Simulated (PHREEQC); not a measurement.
Solution (75 °C): 0.0081 mol/kgw H2SO4, 0.16 mol/kgw ZnSO4 and 0.0051 mol/kgw MnSO4. Closed to the air; pH follows from the charge balance.

Model: ion-association model, wateq4f.dat, run in PHREEQC.

Each row changes one thing in this solution. Precipitation was switched off in this run.

| case | pH | ionic strength (mol/kgw) | SO4-2 (mol/kgw) | HSO4- (mol/kgw) |
|---|---|---|---|---|
| as made | 2.65 | 0.304 | 0.0523 | 0.0132 |
| 0.016 mol/kgw Cd(NO3)2 added | [?] | 0.342 | 0.0500 | 0.0130 |
| MnSO4 replaced by Al2(SO4)3 at the same molality | 2.65 | 0.308 | 0.0528 | 0.0133 |
| ZnSO4 replaced by FeSO4 at the same molality | 2.80 | 0.268 | 0.0631 | 0.0118 |
| ZnSO4 from 0.16 to 0.016 mol/kgw | [?] | 0.0549 | 0.0104 | 0.00990 |
| 0.012 mol/kgw HBr added | 2.38 | 0.314 | 0.0491 | 0.0227 |
| temperature from 75 to 50 °C | 2.44 | 0.309 | 0.0522 | 0.0115 |

Task: Some entries are withheld; supply them.

Result: 
- 0.016 mol/kgw Cd(NO3)2 added, pH: 2.62
- ZnSO4 from 0.16 to 0.016 mol/kgw, pH: 2.28

Complexes and solids missing from the database can't appear. At this temperature some constants are extrapolated from 25 °C, and those without enthalpy data are left unchanged.
